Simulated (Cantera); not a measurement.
A closed system holds: 1 mol FeCl2, a varied amount of H2, equilibrated at 0.410 bar.

Equilibrium computed with Cantera from the NASA thermochemical tables; the gas is ideal and each condensed phase is pure. Candidate condensed phases: Fe, FeCl2, FeCl3; 11 gas species. Mutual solubility and eutectic melting of coexisting phases are not modelled. The numbers say what is thermodynamically allowed, not how fast it happens.

Stable condensed phases, one row left out:

```
T in °C \ n(H2) in mol
         0.53 0.69  0.9  1.2  1.5    2  2.6  3.3
   1252     A    A    A    A    A    A    A    A
   1152     A    A    A    A    A    A    A    A
   1052     A    A    A    A    A    A    A    A
    952     A    A    A    A    A    A    A    A
    752     B    B    B    B    B    B    A    A
    652     B    B    B    B    B    B    B    B
    552     B    B    B    B    B    B    B    B
    452     B    B    B    B    B    B    B    B
```

A: Fe; B: Fe + FeCl2.

**Question.** Give the row for 852 °C.

**Answer.** 0.53: Fe + FeCl2; 0.69: Fe; 0.9: Fe; 1.2: Fe; 1.5: Fe; 2: Fe; 2.6: Fe; 3.3: Fe.
